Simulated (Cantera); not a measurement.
A closed system holds: 1 mol borazine, 1.6 mol H2O, 0.61 mol H2, at 0.0100 bar.

These are equilibrium values from Cantera (NASA tables, ideal gas, pure condensed phases), not measurements of a reactor. Candidate condensed phases: B, BN, B2O3, B3O3H3, H2O; 39 gas species. The feed counts by its element totals alone. Mutual solubility and eutectic melting of coexisting phases are not modelled. Rates play no part.

Over these rows the condensed part is BN(s) + B2O3(l). Partial pressures as log10 of bar:

```json
[
 {"T (K)": "1098", "1000/T (1/K)": "0.9107", "log p HBO2": "-6.32", "log p H2": "-2.04", "log p N2": "-3.03"},
 {"T (K)": "1173", "1000/T (1/K)": "0.8525", "log p HBO2": "?", "log p H2": "-2.04", "log p N2": "-3.03"},
 {"T (K)": "1248", "1000/T (1/K)": "0.8013", "log p HBO2": "-5.35", "log p H2": "-2.04", "log p N2": "-3.03"},
 {"T (K)": "1323", "1000/T (1/K)": "0.7559", "log p HBO2": "-4.96", "log p H2": "-2.04", "log p N2": "-3.03"},
 {"T (K)": "1398", "1000/T (1/K)": "0.7153", "log p HBO2": "-4.61", "log p H2": "-2.04", "log p N2": "-3.04"},
 {"T (K)": "1473", "1000/T (1/K)": "0.6789", "log p HBO2": "-4.30", "log p H2": "-2.05", "log p N2": "-3.04"}
]
```

Question: Fit log p(HBO2) = a + b·(1000/T) to the five rows, give the apparent enthalpy, and predict the row at 1173 K.

Answer: Means: 1000/T = 0.7724, log p = -5.108. Sxy = -0.281039, Sxx = 0.0322370, so b = -8.72 and a = -5.108 − (-8.72)×0.7724 = 1.63.
Apparent enthalpy: −19.145 × (-8.72) = 167 kJ/mol. With the condensed phases at unit activity, 2/3 B2O3(l) + 1/2 H2(g) + 1/6 N2(g) = HBO2(g) + 1/3 BN(s) links this pressure to the main gases: over the six rows their terms move log p by -0.01 in all, so the slope is close to that reaction's ΔH°. The five rows lie within 0.01 of the line.
Prediction at 1173 K: 1.63 + (-8.72)×0.8525 = -5.80. The computed value is -5.80, 0.00 from the line.
